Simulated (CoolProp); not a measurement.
Oxygen along the isobar 240 bar: Z from the reference equation and from simpler models built on Tc = 154.6 K, pc = 50.46 bar, ω = 0.022; each cubic takes its own stable root.

Values from CoolProp's reference Helmholtz-energy equation of state, Schmidt 1985.

```json
[
 {"T (K)": "130.4", "phase": "liquid", "reference": "0.6989", "van der Waals": "0.9455", "Redlich-Kwong": "0.6992", "Soave-Redlich-Kwong": "0.6999", "Peng-Robinson": "0.6247"},
 {"T (K)": "138.3", "phase": "liquid", "reference": "0.6841", "van der Waals": "0.9148", "Redlich-Kwong": "0.6879", "Soave-Redlich-Kwong": "0.6881", "Peng-Robinson": "0.6150"},
 {"T (K)": "146.3", "phase": "liquid", "reference": "0.6736", "van der Waals": "0.8889", "Redlich-Kwong": "0.6813", "Soave-Redlich-Kwong": "0.6812", "Peng-Robinson": "0.6100"},
 {"T (K)": "154.2", "phase": "liquid", "reference": "0.6676", "van der Waals": "0.8680", "Redlich-Kwong": "0.6792", "Soave-Redlich-Kwong": "0.6792", "Peng-Robinson": "0.6098"},
 {"T (K)": "162.2", "phase": "supercritical", "reference": "0.6659", "van der Waals": "0.8509", "Redlich-Kwong": "0.6815", "Soave-Redlich-Kwong": "0.6820", "Peng-Robinson": "0.6144"},
 {"T (K)": "170.2", "phase": "supercritical", "reference": "0.6687", "van der Waals": "0.8377", "Redlich-Kwong": "0.6880", "Soave-Redlich-Kwong": "0.6895", "Peng-Robinson": "0.6236"},
 {"T (K)": "178.1", "phase": "supercritical", "reference": "0.6760", "van der Waals": "0.8281", "Redlich-Kwong": "0.6984", "Soave-Redlich-Kwong": "0.7014", "Peng-Robinson": "0.6371"},
 {"T (K)": "186.1", "phase": "supercritical", "reference": "0.6879", "van der Waals": "0.8216", "Redlich-Kwong": "0.7124", "Soave-Redlich-Kwong": "0.7175", "Peng-Robinson": "0.6548"},
 {"T (K)": "194", "phase": "supercritical", "reference": "0.7040", "van der Waals": "0.8182", "Redlich-Kwong": "0.7293", "Soave-Redlich-Kwong": "0.7370", "Peng-Robinson": "0.6758"},
 {"T (K)": "202", "phase": "supercritical", "reference": "0.7238", "van der Waals": "0.8175", "Redlich-Kwong": "0.7487", "Soave-Redlich-Kwong": "0.7594", "Peng-Robinson": "0.6994"},
 {"T (K)": "210", "phase": "supercritical", "reference": "0.7464", "van der Waals": "0.8194", "Redlich-Kwong": "0.7695", "Soave-Redlich-Kwong": "0.7834", "Peng-Robinson": "0.7245"},
 {"T (K)": "217.9", "phase": "supercritical", "reference": "0.7703", "van der Waals": "0.8235", "Redlich-Kwong": "0.7907", "Soave-Redlich-Kwong": "0.8077", "Peng-Robinson": "0.7496"},
 {"T (K)": "225.9", "phase": "supercritical", "reference": "0.7948", "van der Waals": "0.8296", "Redlich-Kwong": "0.8120", "Soave-Redlich-Kwong": "0.8319", "Peng-Robinson": "0.7746"},
 {"T (K)": "233.8", "phase": "supercritical", "reference": "0.8185", "van der Waals": "0.8372", "Redlich-Kwong": "0.8324", "Soave-Redlich-Kwong": "0.8548", "Peng-Robinson": "0.7982"},
 {"T (K)": "241.8", "phase": "supercritical", "reference": "0.8414", "van der Waals": "0.8462", "Redlich-Kwong": "0.8519", "Soave-Redlich-Kwong": "0.8767", "Peng-Robinson": "0.8207"}
]
```
